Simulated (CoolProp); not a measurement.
Vapour-liquid equilibrium of R125 (1) + R236FA (2) at 201.4 K; x and y are mole fractions of (1).

The numbers come from the multi-fluid Helmholtz-energy mixture model, Lemmon 2005 and Pan 2012; pair parameters Bell 2016 in CoolProp.

```
x     bubble pressure, mixture model (MPa)  bubble pressure, Raoult's law (MPa)  y, mixture model  y, Raoult's law
----  ------------------------------------  -----------------------------------  ----------------  ---------------
0.05                              0.002821                             0.002722             0.511            0.495
0.15                              0.005494                             0.005270             0.774            0.766
0.25                              0.008093                             0.007818             0.864            0.861
0.35                               0.01064                              0.01037             0.909            0.909
0.45                               0.01315                              0.01291             0.937            0.938
0.55                               0.01563                              0.01546             0.956            0.958
0.65                               0.01812                              0.01801             0.970            0.972
0.75                               0.02060                              0.02056             0.981            0.982
0.85                               0.02311                              0.02310             0.990            0.991
0.95                               0.02564                              0.02565             0.997            0.997
```

The largest gap from Raoult's law is +4.3 % in bubble pressure, at x = 0.15. No azeotrope shows between x = 0.05 and 0.95.

The pair parameters rest on a limited set of measurements; away from them the model extrapolates.
